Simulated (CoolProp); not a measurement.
Vapour-liquid equilibrium of R22 (1) + R134a (2) at 5.07 bar; x and y are mole fractions of (1).

Values from CoolProp's multi-fluid Helmholtz-energy mixture model, Kamei 1995 and Tillner-Roth 1994; pair parameters Bell 2016.

Task: Give the bubble temperature and the first vapour's composition at x = 0.125, 0.2, 0.575. Is there an azeotrope?

Result: x = 0.125: 286.4 K, y = 0.191; x = 0.2: 284.9 K, y = 0.290; x = 0.575: 278.7 K, y = 0.674. No azeotrope shows between x = 0.05 and 0.95.

Pair parameters are fitted to limited data, so mixtures are less certain than the pure fluids.
